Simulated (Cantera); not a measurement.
Input: 1 mol SiCl4, 3.2 mol O2, 1.2 mol N2, held at 0.00133 bar.

Cantera equilibrium calculation (NASA polynomials, part measured and part estimated; ideal gas, pure solids and liquids). Candidate condensed phases: Si, SiO2, Si2N2O, Si3N4; 23 gas species. The tables hold silica as quartz up to 1696 K and as liquid above; real silica turns to tridymite and cristobalite and melts near 1996 K. Kinetics and transport are ignored.

x: gas mole fraction; n: condensed amount in mol.

```tsv
T (°C)	x Cl	x O2	x Cl2	x N2	x NO	x O	n SiO2(β-quartz)	n SiO2(condensed)
1077	0.238	0.359	0.207	0.196	___	6.92e-6	1.00	0
1127	0.310	0.344	0.158	0.188	___	1.52e-5	1.00	0
1177	0.377	0.330	0.112	0.180	___	3.16e-5	1.00	0
1227	0.433	0.319	0.0733	0.174	___	6.27e-5	1.00	0
1277	0.474	0.310	0.0457	0.169	___	0.000119	1.00	0
1327	0.500	0.305	0.0276	0.166	___	0.000219	1.00	0
1377	0.516	0.301	0.0165	0.164	___	0.000389	1.000	0
1427	0.526	0.299	0.00998	0.163	___	0.000669	0	1.000
1477	0.531	0.297	0.00611	0.162	___	0.00112	0	1.000
1527	0.534	0.296	0.00381	0.162	___	0.00181	0	1.000
```

Q: Some entries are withheld; supply them.

A: 
- 1077, x NO: 0.000353
- 1127, x NO: 0.000452
- 1177, x NO: 0.000569
- 1227, x NO: 0.000708
- 1277, x NO: 0.000873
- 1327, x NO: 0.00107
- 1377, x NO: 0.00130
- 1427, x NO: 0.00157
- 1477, x NO: 0.00188
- 1527, x NO: 0.00223
